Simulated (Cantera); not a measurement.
Input: 1 mol Ti, 1.7 mol CO2, 280 mol N2, 4.9 mol H2O, equilibrated at 1848.15 K and 1000 Pa.

Equilibrium computed with Cantera from the NASA thermochemical tables; the gas is ideal and each condensed phase is pure. Candidate condensed phases: C, C6H6, C7H8, C8H18, H2O, Ti, TiC, TiN, TiO, TiO2, Ti2O3, Ti3O5, Ti4O7; 139 gas species. Rates play no part.

Base state: N2 0.977, H2O 0.0131, H2 0.00375, CO 0.00316, CO2 0.00277, H 0.000325, OH 8.38e-5, NO 3.46e-5 (mole fractions); condensed: TiO2(rutile).

Problem. What changes in the equilibrium state with this change: temperature from 1848.15 K to 2048 K?

Solution. 
```json
[
 {"species": "N2", "before": "0.977", "after": "0.975"},
 {"species": "H2O", "before": "0.0131", "after": "0.0124"},
 {"species": "H2", "before": "0.00375", "after": "0.00378"},
 {"species": "H", "before": "0.000325", "after": "0.00138"},
 {"species": "TiO2", "before": "1.07e-6", "after": "5.08e-5"},
 {"species": "O", "before": "5.54e-6", "after": "0.000129"},
 {"species": "O2", "before": "8.54e-6", "after": "0.000180"},
 {"species": "NO", "before": "3.46e-5", "after": "0.000284"},
 {"species": "OH", "before": "8.38e-5", "after": "0.000490"},
 {"species": "TiO2(rutile), mol", "before": "1.000", "after": "0.985"}
]
```

Problem. What changes in the equilibrium state with this change: H2O from 4.9 to 0.023 mol?

Solution. 
| species | before | after |
|---|---|---|
| N2 | 0.977 | 0.994 |
| CO | 0.00316 | 0.00595 |
| CO2 | 0.00277 | 8.11e-5 |
| H2O | 0.0131 | 3.18e-6 |
| H2 | 0.00375 | 5.81e-5 |
| OH | 8.38e-5 | 1.63e-7 |
| NO | 3.46e-5 | 5.44e-7 |
| TiO2(rutile), mol | 1.000 | 0 |
| Ti3O5(s), mol | 0 | 0.204 |
| Ti4O7(s), mol | 0 | 0.0969 |
Mutual solubility and eutectic melting of coexisting phases are not modelled. Condensed phases not in the tables: Magnéli phases beyond Ti4O7.
